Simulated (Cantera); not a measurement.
Feed: 1 mol Al, 15 mol NH3, 24 mol H2, held at 1.33 mbar.

Equilibrium computed with Cantera from the NASA thermochemical tables; the gas is ideal and each condensed phase is pure. Candidate condensed phases: Al, AlN; 13 gas species. Kinetics and transport are ignored.

Problem. What share of the Al ends up in condensed phases as a function of T (K), at 1375, 1475, 1575, 1675, 1775, 1875, 1975, 2075, 2175?

Solution. 
```tsv
T (K)	Al condensed (%)	as
1375	100.0	AlN(s)
1475	100.0	AlN(s)
1575	99.8	AlN(s)
1675	96.0	AlN(s)
1775	48.4	AlN(s)
1875	0.0	-
1975	0.0	-
2075	0.0	-
2175	0.0	-
```
